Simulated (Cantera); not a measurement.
What does this Cantera script print?

```python
import numpy as np
import cantera as ct

gas_names = """
    AL ALCL ALCL2 ALCL3 ALH ALN AL2 AL2CL6 CL CL2 H HCL H2 N NH NH2 NH3 N2 N2H2 N2H4
""".split()
cond_names = """
    AL(cr) AL(L) ALCL3(s) ALCL3(L) ALN(s) NH4CL(a) NH4CL(b)
""".split()


# ... load() reads the species with a 1 bar reference pressure and builds the phases ...
atoms = {
    'AlCl3': {'AL': 1, 'CL': 3},
    'NH3': {'N': 1, 'H': 3},
    'H2': {'H': 2},
}
top_T = {'ALN(s)': 2750}  # K; cautious upper limits of use, not melting points


# ... equilibrate(T, P, feed) seeds the gas with the atoms and calls Mixture.equilibrate('TP', solver="vcs", rtol=1e-11, max_steps=5000) ...
results = []
feed = {'AlCl3': 1, 'NH3': 160, 'H2': 2.5}  # mol
T = 623.15  # K
P = 120  # Pa
mix = equilibrate(T, P, feed)
results.append((T, P, feed, dict(zip(mix.species_names, mix.species_moles))))
x = sorted(zip(gas.X, gas.species_names), reverse=True)
print(f"T = {T:g} K  P = {P:g} Pa  gas = {mix.phase_moles(0):.4g} mol")
print("   x: " + "  ".join(f"{s} {v:.3e}" for v, s in x if v > 0.0001))
print("   condensed (mol): " + ("  ".join(f"{mix.phase(i).name} {mix.phase_moles(i):.4g}"
      for i in range(1, mix.n_phases) if mix.phase_moles(i) > 1e-12) or "none"))
```

Output:

```
T = 623.15 K  P = 120 Pa  gas = 323.5 mol
   x: H2 7.450e-01  N2 2.458e-01  HCL 9.245e-03
   condensed (mol): ALN(s) 0.9969
```

These are equilibrium values from Cantera (NASA tables, ideal gas, pure condensed phases), not measurements of a reactor.
